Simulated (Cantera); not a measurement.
What does this Cantera script print?

```python
import numpy as np
import cantera as ct

gas_names = """
    H HO2 H2 H2O H2O2 O OH O2 O3 V VO VO2
""".split()
cond_names = """
    H2O(s) H2O(L) V(cr) V(L) VO(s) VO(L) V2O3(s) V2O3(L) V2O4(I) V2O4(II) V2O4(L) V2O5(s) V2O5(L)
""".split()


# ... load() reads the species with a 1 bar reference pressure and builds the phases ...
atoms = {
    'V2O5': {'V': 2, 'O': 5},
    'H2': {'H': 2},
    'H2O': {'H': 2, 'O': 1},
}
top_T = {}  # K; cautious upper limits of use, not melting points


# ... equilibrate(T, P, feed) seeds the gas with the atoms and calls Mixture.equilibrate('TP', solver="vcs", rtol=1e-11, max_steps=5000) ...
results = []
T = 1600  # K
P = 1000  # Pa
for m in [0.072, 0.15, 0.31, 0.63, 1.3, 2.7, 5.5]:
    feed = {'V2O5': 1, 'H2': 350, 'H2O': m}  # mol
    mix = equilibrate(T, P, feed)
    results.append((T, P, feed, dict(zip(mix.species_names, mix.species_moles))))
    x = sorted(zip(gas.X, gas.species_names), reverse=True)
    print(f"T = {T:g} K  P = {P:g} Pa  n(H2O) = {m:g} mol  gas = {mix.phase_moles(0):.4g} mol")
    print("   x: " + "  ".join(f"{s} {v:.3e}" for v, s in x if v > 1e-06))
    print("   condensed (mol): " + ("  ".join(f"{mix.phase(i).name} {mix.phase_moles(i):.4g}"
          for i in range(1, mix.n_phases) if mix.phase_moles(i) > 1e-12) or "none"))
```

Output:

```
T = 1600 K  P = 1000 Pa  n(H2O) = 0.072 mol  gas = 350.2 mol
   x: H2 9.934e-01  H2O 6.105e-03  H 5.419e-04
   condensed (mol): VO(s) 0.1317  V2O3(s) 0.9341
T = 1600 K  P = 1000 Pa  n(H2O) = 0.15 mol  gas = 350.2 mol
   x: H2 9.933e-01  H2O 6.138e-03  H 5.419e-04
   condensed (mol): V2O3(s) 0.9999
T = 1600 K  P = 1000 Pa  n(H2O) = 0.31 mol  gas = 350.4 mol
   x: H2 9.929e-01  H2O 6.592e-03  H 5.417e-04
   condensed (mol): V2O3(s) 0.9999
T = 1600 K  P = 1000 Pa  n(H2O) = 0.63 mol  gas = 350.7 mol
   x: H2 9.920e-01  H2O 7.498e-03  H 5.415e-04
   condensed (mol): V2O3(s) 0.9999
T = 1600 K  P = 1000 Pa  n(H2O) = 1.3 mol  gas = 351.4 mol
   x: H2 9.901e-01  H2O 9.391e-03  H 5.410e-04
   condensed (mol): V2O3(s) 0.9999
T = 1600 K  P = 1000 Pa  n(H2O) = 2.7 mol  gas = 352.8 mol
   x: H2 9.861e-01  H2O 1.332e-02  H 5.399e-04
   condensed (mol): V2O3(s) 0.9998
T = 1600 K  P = 1000 Pa  n(H2O) = 5.5 mol  gas = 355.6 mol
   x: H2 9.784e-01  H2O 2.109e-02  H 5.378e-04  VO2 1.011e-06
   condensed (mol): V2O3(s) 0.9998
```

These are equilibrium values from Cantera (NASA tables, ideal gas, pure condensed phases), not measurements of a reactor. Mutual solubility and eutectic melting of coexisting phases are not modelled. VO: taken at fixed stoichiometry. Condensed phases not in the tables: the oxides between V2O3 and V2O5 other than VO2.
